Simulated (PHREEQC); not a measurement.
A solution holds 140 mmol/kgw Al2(SO4)3 and 3.8 mmol/kgw ZnCl2, at 20 °C. Closed to the air; pH follows from the charge balance.

Computed with PHREEQC (ion-association model, phreeqc.dat).

| Property | Result |
|---|---|
| pH | 3.85 |
| ionic strength | 0.389 mol/kgw |
| activity of water | 0.994 |

```
species    molality  activity   log γ
---------  --------  --------  ------
AlSO4+        0.169     0.116  -0.164
Al(SO4)2-    0.0874    0.0599  -0.164
SO4-2        0.0732    0.0168  -0.640
Al+3         0.0233   0.00233  -1.000
Cl-         0.00759   0.00508  -0.174
Zn+2        0.00168  0.000398  -0.624
ZnSO4       0.00138   0.00151   0.039
```

No solid was allowed to form. Saturation is exceeded, for instance for Gibbsite (slow to form); the values hold only as long as no solid forms. Complexes and solids missing from the database can't appear.
